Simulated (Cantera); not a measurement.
An isothermal, constant-pressure homogeneous reactor starts with CH₄ : H₂O = 1 : 0.4 (molar parts), at 1523 K and 3.30 bar. Integrator tolerance rtol = 1e-08.

Cantera simulation using GRI-Mech 3.0 (53 species, 325 reactions); the numbers are that mechanism's predictions, not measurements. GRI-Mech 3.0 stops at C3 and has no aromatics, soot or wall deposition, so with more carbon than oxygen in the feed, carbon stays in small species such as C2H2 where larger ones or solid carbon would form.

Q: What does this change do: H2O 0.4 to 0.23 parts?

A: 
```tsv
quantity	before	after
x(CH₄) at 4.00 s	0.210 (gas-phase equilibrium 0.175)	0.241 (gas-phase equilibrium 0.228)
x(H₂O) at 4.00 s	0.108 (gas-phase equilibrium 8.11e-6)	0.0655 (gas-phase equilibrium 3.46e-6)
x(CO) at 4.00 s	0.0737 (gas-phase equilibrium 0.170)	0.0549 (gas-phase equilibrium 0.117)
x(HCO) at 4.00 s	3.31e-9 (gas-phase equilibrium 8.28e-9)	2.48e-9 (gas-phase equilibrium 5.52e-9)
x(C₂H₂) at 4.00 s	0.0698 (gas-phase equilibrium 0.0273)	0.0895 (gas-phase equilibrium 0.0575)
x(CH₂) at 4.00 s	1.88e-9 (gas-phase equilibrium 8.04e-10)	1.92e-9 (gas-phase equilibrium 1.13e-9)
```

Q: What does this change do: CH4 1 to 0.45 parts?

A: 
| quantity | before | after |
|---|---|---|
| x(CH₄) at 4.00 s | 0.210 (gas-phase equilibrium 0.175) | 0.150 (gas-phase equilibrium 0.0290) |
| x(H₂O) at 4.00 s | 0.108 (gas-phase equilibrium 8.11e-6) | 0.205 (gas-phase equilibrium 0.000115) |
| x(CO) at 4.00 s | 0.0737 (gas-phase equilibrium 0.170) | 0.0918 (gas-phase equilibrium 0.242) |
| x(HCO) at 4.00 s | 3.31e-9 (gas-phase equilibrium 8.28e-9) | 4.02e-9 (gas-phase equilibrium 1.29e-8) |
| x(C₂H₂) at 4.00 s | 0.0698 (gas-phase equilibrium 0.0273) | 0.0404 (gas-phase equilibrium 0.000454) |
| x(CH₂) at 4.00 s | 1.88e-9 (gas-phase equilibrium 8.04e-10) | 1.60e-9 (gas-phase equilibrium 1.13e-10) |
